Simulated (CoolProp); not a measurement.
Properties of R22 at several states (Tc = 96.1 °C, pc = 4990 kPa, ω = 0.221).

Model: reference Helmholtz-energy equation of state, Kamei 1995, in CoolProp.

```tsv
T (°C)	p (kPa)	phase	cv (kJ/(kg K))	speed of sound (m/s)	conductivity (mW/(m K))	Prandtl number	fugacity coefficient
175.95	3680	gas	0.7426	201.1	[?]	0.806	0.8769
200.25	143	gas	0.7337	226.3	25.2	0.712	0.9960
218.65	12500	supercritical	[?]	210.2	37.2	[?]	0.7353
-58.85	33.7	gas	0.4585	156.6	6.71	0.824	0.9847
-28.65	8160	liquid	[?]	838.9	112	2.59	0.02583
139.15	369	gas	0.6816	210.1	[?]	0.745	0.9827
```

### Question
What belongs in the gaps?

### Answer

- 175.95, conductivity (mW/(m K)): 24.5
- 218.65, cv (kJ/(kg K)): 0.8074
- 218.65, Prandtl number: 0.994
- -28.65, cv (kJ/(kg K)): 0.6602
- 139.15, conductivity (mW/(m K)): 20.0

Viscosity comes from a separate model (Bell 2016), an estimate that may be off by 10 % or more. Thermal conductivity comes from a separate model (McLinden 2000), an estimate that may be off by 10 % or more.
